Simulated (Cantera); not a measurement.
Charge: 1 mol C2F6, 0.52 mol H2, at 370 Pa.

These are equilibrium values from Cantera (NASA tables, ideal gas, pure condensed phases), not measurements of a reactor. Candidate condensed phases: C, C6H6, C7H8, C8H18; 95 gas species. The feed counts by its element totals alone. Equilibrium is a limit: real reactors are often held back by kinetics, nucleation or transport. All values below are at 2675 °C.

Base state: F 0.689, HF 0.158, CF 0.0714, C3 0.0479, CF2 0.0138, C 0.00828, H 0.00626, C2 0.00482 (mole fractions); condensed: C(graphite).

Question: What changes in the equilibrium state with this change: H2 from 0.52 to 1.7 mol?

Answer: 
| species | before | after |
|---|---|---|
| HF | 0.158 | 0.479 |
| F | 0.689 | 0.381 |
| C3 | 0.0479 | 0.0479 |
| CF | 0.0714 | 0.0394 |
| H | 0.00626 | 0.0345 |
| CF2 | 0.0138 | 0.00420 |
| H2 | 8.05e-6 | 0.000244 |
| C2H2 (acetylene) | 4.30e-7 | 1.30e-5 |
| C2H | 5.32e-5 | 0.000293 |
| C2HF | 5.03e-6 | 1.53e-5 |
| C(graphite), mol | 0.405 | 0.609 |

Question: What changes in the equilibrium state with this change: H2 from 0.52 to 2.3 mol?

Answer: 
| species | before | after |
|---|---|---|
| HF | 0.158 | 0.598 |
| F | 0.689 | 0.244 |
| H | 0.00626 | 0.0671 |
| CF2 | 0.0138 | 0.00173 |
| CF | 0.0714 | 0.0253 |
| C3 | 0.0479 | 0.0479 |
| C2H2 (acetylene) | 4.30e-7 | 4.93e-5 |
| H2 | 8.05e-6 | 0.000925 |
| C2H | 5.32e-5 | 0.000570 |
| C2HF | 5.03e-6 | 1.91e-5 |
| C2 | 0.00482 | 0.00482 |
| C(graphite), mol | 0.405 | 0.661 |
